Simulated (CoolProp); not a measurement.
Vapour-liquid equilibrium of R134a (1) + R141b (2) at 237 K; x and y are mole fractions of (1).

Values from CoolProp's multi-fluid Helmholtz-energy mixture model, Tillner-Roth 1994 and Lemmon 2006; pair parameters Bell 2016.

```csv
x,"bubble pressure, mixture model (MPa)","bubble pressure, Raoult's law (MPa)","y, mixture model","y, Raoult's law"
0.05,…,0.006913,0.600,0.452
0.125,0.01714,0.01130,0.793,0.691
0.2,0.02384,0.01568,0.862,0.796
0.275,0.02963,0.02006,…,0.856
0.35,0.03456,0.02445,0.918,0.894
0.425,0.03872,0.02883,0.932,0.920
0.5,0.04228,0.03321,0.942,0.940
0.575,0.04539,0.03760,0.951,0.955
0.65,0.04820,0.04198,0.958,0.967
0.725,0.05091,0.04636,0.965,0.976
0.8,0.05365,0.05075,0.973,0.984
0.875,0.05661,0.05513,0.981,0.991
0.95,…,0.05951,0.992,0.997
```

Problem. Some entries are withheld; supply them.

Solution. 
- 0.05, bubble pressure, mixture model (MPa): 0.009522
- 0.275, y, mixture model: 0.896
- 0.95, bubble pressure, mixture model (MPa): 0.05993

The largest gap from Raoult's law is +52.0 % in bubble pressure, at x = 0.2. No azeotrope shows between x = 0.05 and 0.95.

Pair parameters are fitted to limited data, so mixtures are less certain than the pure fluids. With so large a gap from Raoult's law the liquid may split in two, which this calculation doesn't test in full.
